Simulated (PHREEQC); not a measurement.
0.034 g of hydrous ferric oxide (600 m²/g; 0.2 weak and 0.005 strong sites per Fe, Dzombak-Morel constants, diffuse double layer) in 1 kg of water with 0.005 mol/kgw of an inert sodium salt, at 25 °C; the pH is set by adding NaOH or the inert anion's acid. Oxygen is held at 0.21 atm. CO2 from the air is kept out. Nothing may precipitate in this run.

Base run: PHREEQC, ion-association model, wateq4f.dat. Each further column changes one thing. The table gives surface charge σ (C/m²).

```json
[
 {"pH": "3", "base": "0.302", "background salt from 0.005 to 0.0005 mol/kgw": "?", "oxide from 0.034 to 0.17 g/kgw": "0.303", "0.00018 mol/kgw NiCl2 added": "0.306"},
 {"pH": "3.38", "base": "0.257", "background salt from 0.005 to 0.0005 mol/kgw": "0.170", "oxide from 0.034 to 0.17 g/kgw": "0.258", "0.00018 mol/kgw NiCl2 added": "0.262"},
 {"pH": "3.75", "base": "0.211", "background salt from 0.005 to 0.0005 mol/kgw": "?", "oxide from 0.034 to 0.17 g/kgw": "0.212", "0.00018 mol/kgw NiCl2 added": "0.216"},
 {"pH": "4.5", "base": "0.131", "background salt from 0.005 to 0.0005 mol/kgw": "0.061", "oxide from 0.034 to 0.17 g/kgw": "0.131", "0.00018 mol/kgw NiCl2 added": "0.135"},
 {"pH": "4.88", "base": "0.099", "background salt from 0.005 to 0.0005 mol/kgw": "0.043", "oxide from 0.034 to 0.17 g/kgw": "0.099", "0.00018 mol/kgw NiCl2 added": "0.102"},
 {"pH": "5.25", "base": "0.074", "background salt from 0.005 to 0.0005 mol/kgw": "?", "oxide from 0.034 to 0.17 g/kgw": "0.074", "0.00018 mol/kgw NiCl2 added": "0.077"},
 {"pH": "5.62", "base": "0.053", "background salt from 0.005 to 0.0005 mol/kgw": "0.020", "oxide from 0.034 to 0.17 g/kgw": "0.054", "0.00018 mol/kgw NiCl2 added": "0.056"},
 {"pH": "6.38", "base": "0.026", "background salt from 0.005 to 0.0005 mol/kgw": "0.009", "oxide from 0.034 to 0.17 g/kgw": "0.026", "0.00018 mol/kgw NiCl2 added": "0.029"},
 {"pH": "6.75", "base": "0.017", "background salt from 0.005 to 0.0005 mol/kgw": "0.006", "oxide from 0.034 to 0.17 g/kgw": "0.017", "0.00018 mol/kgw NiCl2 added": "0.021"},
 {"pH": "7.12", "base": "0.011", "background salt from 0.005 to 0.0005 mol/kgw": "0.004", "oxide from 0.034 to 0.17 g/kgw": "0.011", "0.00018 mol/kgw NiCl2 added": "0.018"},
 {"pH": "7.5", "base": "0.006", "background salt from 0.005 to 0.0005 mol/kgw": "?", "oxide from 0.034 to 0.17 g/kgw": "0.006", "0.00018 mol/kgw NiCl2 added": "0.017"},
 {"pH": "8.25", "base": "-0.001", "background salt from 0.005 to 0.0005 mol/kgw": "?", "oxide from 0.034 to 0.17 g/kgw": "-0.001", "0.00018 mol/kgw NiCl2 added": "0.016"},
 {"pH": "8.62", "base": "-0.005", "background salt from 0.005 to 0.0005 mol/kgw": "-0.002", "oxide from 0.034 to 0.17 g/kgw": "-0.005", "0.00018 mol/kgw NiCl2 added": "0.016"},
 {"pH": "9", "base": "-0.009", "background salt from 0.005 to 0.0005 mol/kgw": "-0.003", "oxide from 0.034 to 0.17 g/kgw": "-0.009", "0.00018 mol/kgw NiCl2 added": "0.016"}
]
```

Problem. What belongs in the gaps?

Solution. 
- 3, background salt from 0.005 to 0.0005 mol/kgw: 0.238
- 3.75, background salt from 0.005 to 0.0005 mol/kgw: 0.121
- 5.25, background salt from 0.005 to 0.0005 mol/kgw: 0.030
- 7.5, background salt from 0.005 to 0.0005 mol/kgw: 0.002
- 8.25, background salt from 0.005 to 0.0005 mol/kgw: 0.000

The oxide is taken as insoluble; below pH 4 it would dissolve. In at least one series the solution becomes supersaturated in solids that the run did not let form, among them Ni(OH)2.
